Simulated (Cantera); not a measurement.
An isothermal, constant-pressure homogeneous reactor starts with C2H6 : N2 = 1 : 3.5 (molar parts), at 1050 K and 100.0 Torr.

Model: GRI-Mech 3.0 (53 species, 325 reactions), integrated in Cantera. GRI-Mech 3.0 stops at C3 and has no aromatics, soot or wall deposition, so with more carbon than oxygen in the feed, carbon stays in small species such as C2H2 where larger ones or solid carbon would form.

### Question
Predict: x(C2H6) at 70.0 s; x(CH3) at 70.0 s; x(H2) at 70.0 s; x(CH4) at 70.0 s.

### Answer
```
Property                                             Result
-----------------  ----------------------------------------
x(C2H6) at 70.0 s  0.00349 (gas-phase equilibrium 0.000244)
x(CH3) at 70.0 s    6.17e-7 (gas-phase equilibrium 3.80e-7)
x(H2) at 70.0 s        0.173 (gas-phase equilibrium 0.0442)
x(CH4) at 70.0 s       0.0333 (gas-phase equilibrium 0.200)
```
